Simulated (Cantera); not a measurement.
Charge: 1 mol H2O, 0.11 mol H2, held at 67.0 bar.

These are equilibrium values from Cantera (NASA tables, ideal gas, pure condensed phases), not measurements of a reactor. Candidate condensed phases: H2O; 9 gas species. The ideal-gas law is rough above about 30 bar. Rates play no part. All values below are at 2325 °C.

Base state: H2O 0.895, H2 0.0999, OH 0.00304, H 0.00147, O2 0.000106, O 2.90e-5 (mole fractions); condensed: gas only.

Problem. What changes in the equilibrium state with this change: H2 from 0.11 to 0.48 mol?

Solution. 
```json
[
 {"species": "H2O", "before": "0.895", "after": "0.673"},
 {"species": "H2", "before": "0.0999", "after": "0.323"},
 {"species": "H", "before": "0.00147", "after": "0.00264"},
 {"species": "OH", "before": "0.00304", "after": "0.00127"},
 {"species": "O2", "before": "0.000106", "after": "5.72e-6"},
 {"species": "O", "before": "2.90e-5", "after": "6.74e-6"}
]
```

Problem. What changes in the equilibrium state with this change: H2 from 0.11 to 9 mol?

Solution. 
| species | before | after |
|---|---|---|
| H2 | 0.0999 | 0.896 |
| H2O | 0.895 | 0.0997 |
| H | 0.00147 | 0.00440 |
| O2 | 0.000106 | 1.63e-8 |
| O | 2.90e-5 | 3.60e-7 |
| OH | 0.00304 | 0.000113 |
